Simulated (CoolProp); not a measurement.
R410A along the isotherm 382.2 K: density (kg/m³) from the reference equation and from simpler models built on Tc = 344.5 K, pc = 49.01 bar, ω = 0.296; each cubic takes its own stable root.

Values from CoolProp's reference Helmholtz-energy equation of state, Lemmon 2003. It is a pseudo-pure fit of the blend.

```csv
p (bar),phase,reference
0.232,gas,0.5306
0.413,gas,0.9454
0.735,gas,1.685
1.31,gas,3.013
2.32,gas,5.364
4.13,gas,9.643
7.35,gas,17.47
13.1,gas,32.18
23.2,gas,60.74
41.3,gas,124.0
73.5,supercritical,319.9
```

Question: How far does each simpler model (ideal gas, van der Waals, Redlich-Kwong, Peng-Robinson) lie from the reference over these 11 states: mean and median of the absolute difference, and the worst?

Answer: 
- ideal gas: mean 9.1 %, median 2.2 %, worst -47.5 % at 382.2 K and 73.5 bar
- van der Waals: mean 1.4 %, median 0.2 %, worst +12.7 % at 382.2 K and 73.5 bar
- Redlich-Kwong: mean 0.3 %, median 0.0 %, worst +3.1 % at 382.2 K and 73.5 bar
- Peng-Robinson: mean 0.6 %, median 0.1 %, worst -3.7 % at 382.2 K and 73.5 bar
